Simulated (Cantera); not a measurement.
Cantera run, input and output.

```python
import numpy as np
import cantera as ct

gas = ct.Solution("SiF4_NH3_mec.yaml", "gas")
gas.TPX = 1950, 4700, {'NH3': 1, 'N2': 11}
reactor = ct.IdealGasConstPressureReactor(gas, energy="off", clone=False)
net = ct.ReactorNet([reactor])
net.rtol, net.atol = 1e-08, 1e-18
show = ['NH3', 'N', 'NH', 'H', 'N2', 'N2H4']
times = np.geomspace(2e-06, 5, 10)

steps = ct.SolutionArray(gas, extra=["t"])
rows = []
print(f"{'t/s':>10s}{'T/K':>9s}{'P/Pa':>11s}" + "".join(f"{s:>11s}" for s in show))
for t in times:
    while net.time < t:
        t_next = net.step()
        steps.append(gas.state, t=t_next)
    rows.append([np.interp(t, steps.t, y) for y in (steps.T, steps.P, *steps(*show).X.T)])
    print(f"{t:10.3e}{rows[-1][0]:9.1f}{rows[-1][1]:11.4g}" + "".join(f"{x:11.3e}" for x in rows[-1][2:]))
rate = np.gradient(steps.T, steps.t)
print("integrator steps:", len(steps.t))
if steps.T.max() > steps.T[0] + 200:
    print(f"time of steepest temperature rise: {steps.t[rate.argmax()]:.4e} s")
gas.TPX = 1950, 4700, {'NH3': 1, 'N2': 11}
gas.equilibrate("TP")
print(f"equilibrium (TP): T = {gas.T:.1f} K  " + "  ".join(f"{s} {gas[s].X[0]:.3e}" for s in show))
```

It prints:

```
       t/s      T/K       P/Pa        NH3          N         NH          H         N2       N2H4
 2.000e-06   1950.0       4700  8.333e-02  7.962e-21  1.401e-14  4.379e-08  9.167e-01  1.826e-17
 1.028e-05   1950.0       4700  8.333e-02  1.703e-17  1.582e-12  1.653e-07  9.167e-01  2.026e-15
 5.282e-05   1950.0       4700  8.333e-02  1.493e-14  1.224e-10  2.881e-07  9.167e-01  1.460e-13
 2.714e-04   1950.0       4700  8.332e-02  3.525e-12  5.052e-09  2.926e-07  9.167e-01  5.132e-12
 1.395e-03   1950.0       4700  8.326e-02  5.644e-10  2.006e-07  3.205e-07  9.166e-01  1.408e-10
 7.169e-03   1950.0       4700  8.288e-02  1.435e-08  2.449e-06  1.354e-06  9.165e-01  3.029e-09
 3.684e-02   1950.0       4700  7.919e-02  2.095e-07  6.276e-06  1.087e-05  9.150e-01  4.960e-09
 1.893e-01   1950.0       4700  6.246e-02  8.116e-07  8.093e-06  4.178e-05  9.086e-01  2.096e-09
 9.729e-01   1950.0       4700  2.249e-02  1.033e-06  5.676e-06  1.385e-04  8.932e-01  3.648e-10
 5.000e+00   1950.0       4700  4.973e-04  6.721e-07  1.156e-06  5.434e-04  8.846e-01  1.497e-12
integrator steps: 1238
equilibrium (TP): T = 1950.0 K  NH3 3.725e-08  N 1.859e-09  NH 9.599e-10  H 1.800e-03  N2 8.838e-01  N2H4 9.266e-20
```

Cantera simulation using the gas-phase N/H chemistry of the illustrative SiF4/NH3 mechanism in the Surface Chemkin manual (1991); the numbers are that mechanism's predictions, not measurements. Walls and surfaces, which speed up NH3 decomposition in real reactors, are not modelled.
